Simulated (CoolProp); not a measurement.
A single-stage vapour-compression cycle with the fluid: evaporating at 288.15 K (dew point), condensing at 358.15 K (bubble point), superheat 8 K, subcooling 0 K, compressor efficiency 0.65, no pressure losses. The same conditions are run with several fluids, on thermodynamics alone (safety and materials aside).

Computed with CoolProp (reference Helmholtz-energy equation of state of each fluid (R124: de Vries 1995; R113: Marx 1992; fluoroethane (R161): Wu 2012; n-butane: Bücker 2006; isohexane: Lemmon 2006; isobutene: Lemmon 2005)).

Q: Rank R124, R113, fluoroethane (R161), n-butane, isohexane, isobutene by cooling COP, highest first.

A: R113 (1.93), isohexane (1.84), isobutene (1.76), n-butane (1.74), fluoroethane (R161) (1.57), R124 (1.56)

| fluid | pressure ratio | discharge temperature (K) | refrigerating effect (kJ/kg) | volumetric capacity (kJ/m³) |
|---|---|---|---|---|
| R124 | 6.32 | 375.7 | 73.2 | 1220 |
| R113 | 10.1 | 372.2 | 93.4 | 215 |
| fluoroethane (R161) | 5.20 | 406.1 | 189 | 2920 |
| n-butane | 6.39 | 372.4 | 202 | 890 |
| isohexane | 11.4 | 361.5 | 201 | 131 |
| isobutene | 6.11 | 378.2 | 205 | 1110 |
